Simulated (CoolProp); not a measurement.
Saturation properties of carbonyl sulfide.

Model: reference Helmholtz-energy equation of state, Lemmon 2006, in CoolProp. It is a short technical equation, of lower accuracy than the large ones.

```csv
T (K),p (bar),liquid density (kg/m³),surface tension (mN/m)
202.4,0.3496,1217,24.7
210.2,0.5379,1201,23.2
218,0.7994,1185,21.7
225.8,1.152,1168,20.2
233.6,1.616,1151,18.8
241.3,2.204,1134,17.4
249.1,2.954,1116,16.0
256.9,3.883,1098,14.7
264.7,5.015,1079,13.4
272.5,6.378,1060,12.1
280.2,7.975,1040,10.9
288,9.874,1019,9.71
295.8,12.08,997.1,8.56
303.6,14.63,974.1,7.45
311.4,17.55,949.8,6.38
```

It boils at 223.0 K under 1 atm.

Surface tension comes from a separate correlation (Mulero 2012).
